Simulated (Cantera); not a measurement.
A closed system holds: 1 mol SiHCl₃, 0.7 mol HCl, 84 mol N₂, equilibrated at 1150 °C and 1.50 mbar.

Method: chemical equilibrium by Gibbs-energy minimisation in Cantera with the NASA 1993 tables (ideal gas, pure condensed phases). Candidate condensed phases: NH₄Cl, Si, Si₃N₄; 28 gas species. The tables' values for SiCl₃ are old estimates; treat these amounts as uncertain. The numbers say what is thermodynamically allowed, not how fast it happens.

Base state: N₂ 0.970, HCl 0.0178, SiCl₂ 0.0102, SiCl₃ 0.000982, H₂ 0.000904, SiCl₄ 0.000374, Cl 8.34e-5 (mole fractions); condensed: gas only.

Q: What changes in the equilibrium state with this change: SiHCl₃ replaced by SiH₄?

A: 
| species | before | after |
|---|---|---|
| N₂ | 0.970 | 0.969 |
| H₂ | 0.000904 | 0.0235 |
| HCl | 0.0178 | 0.00760 |
| SiCl₂ | 0.0102 | 0.000261 |
| SiCl₄ | 0.000374 | 6.71e-8 |
| SiCl₃ | 0.000982 | 2.10e-6 |
| Cl | 8.34e-5 | 6.98e-6 |
| Si₃N₄(s), mol | 0 | 0.326 |
N₂ is the only nitrogen source here; it is nearly inert below about 1500 K, so the nitride shown seldom forms there in practice.

Q: What changes in the equilibrium state with this change: temperature from 1150 °C to 725 °C?

A: 
| species | before | after |
|---|---|---|
| N₂ | 0.970 | 0.975 |
| HCl | 0.0178 | 0.0182 |
| SiCl₄ | 0.000374 | 0.00620 |
| SiCl₂ | 0.0102 | 3.34e-6 |
| Cl | 8.34e-5 | 3.35e-8 |
| SiCl₃ | 0.000982 | 2.90e-5 |
| H₂ | 0.000904 | 0.000792 |
| Si₃N₄(s), mol | 0 | 0.155 |
N₂ is the only nitrogen source here; it is nearly inert below about 1500 K, so the nitride shown seldom forms there in practice.
